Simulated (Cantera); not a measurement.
**Ignition delay**

Mixture: H2 : O2 : N2 = 1 : 0.847 : 3.19 (molar parts), equivalence ratio 0.59, at 1.00 atm, adiabatic and at constant pressure. Ignition delay is the time to a rise of 400 K.

Detailed kinetics in Cantera: the H2/O2 subset of GRI-Mech 3.0, which has no nitrogen chemistry. Where the delays flatten at high temperature, the 400 K rule measures the pace of heat release, not the induction time.

| T0 (K) | delay (ms) |
|---|---|
| 950 | 9.01 |
| 1000 | 0.300 |
| 1050 | 0.143 |
| 1100 | 0.0909 |
| 1150 | 0.0646 |
| 1200 | 0.0492 |
| 1250 | 0.0394 |
